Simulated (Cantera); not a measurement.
Standard-state values (1 bar) from the NASA 1993 polynomials, evaluated with Cantera. Values are per mole of reaction as written; species without (g) are pure solids or liquids, kept so even where they would boil at 1 bar.

AlI3(g) + 3 H(g) = Al + 3 HI(g)

```json
[
 {"T (K)": "498", "ΔH° (kJ)": "?", "ΔS° (J/K)": "?", "ΔG° (kJ)": "?", "log10 K": "?"},
 {"T (K)": "523", "ΔH° (kJ)": "?", "ΔS° (J/K)": "?", "ΔG° (kJ)": "?", "log10 K": "?"},
 {"T (K)": "548", "ΔH° (kJ)": "-388.5", "ΔS° (J/K)": "-86.5", "ΔG° (kJ)": "-341.1", "log10 K": "32.51"},
 {"T (K)": "573", "ΔH° (kJ)": "?", "ΔS° (J/K)": "?", "ΔG° (kJ)": "?", "log10 K": "?"},
 {"T (K)": "598", "ΔH° (kJ)": "?", "ΔS° (J/K)": "?", "ΔG° (kJ)": "?", "log10 K": "?"}
]
```

Task: Complete the blanks.

Result: 
- 498, ΔH° (kJ): -387.2
- 498, ΔS° (J/K): -84.0
- 498, ΔG° (kJ): -345.3
- 498, log10 K: 36.22
- 523, ΔH° (kJ): -387.8
- 523, ΔS° (J/K): -85.3
- 523, ΔG° (kJ): -343.2
- 523, log10 K: 34.28
- 573, ΔH° (kJ): -389.1
- 573, ΔS° (J/K): -87.7
- 573, ΔG° (kJ): -338.9
- 573, log10 K: 30.89
- 598, ΔH° (kJ): -389.8
- 598, ΔS° (J/K): -88.7
- 598, ΔG° (kJ): -336.7
- 598, log10 K: 29.41
